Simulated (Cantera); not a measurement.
Feed: 1 mol Al(CH₃)₃, 2.1 mol N₂O, 2.4 mol H₂, equilibrated at 100000 Pa.

These are equilibrium values from Cantera (NASA tables, ideal gas, pure condensed phases), not measurements of a reactor. Candidate condensed phases: Al, AlN, Al₂O₃, C, C₆H₆, C₇H₈, C₈H₁₈, H₂O; 148 gas species. The feed counts by its element totals alone. Rates play no part.

Question: At 1973 K, list the 5 most abundant gas species with their mole fractions, and the condensed phases.

Answer: H₂ 0.647, CO 0.198, N₂ 0.149, HCN 0.00411, H 0.00109. Condensed: AlN(s) + C(graphite).
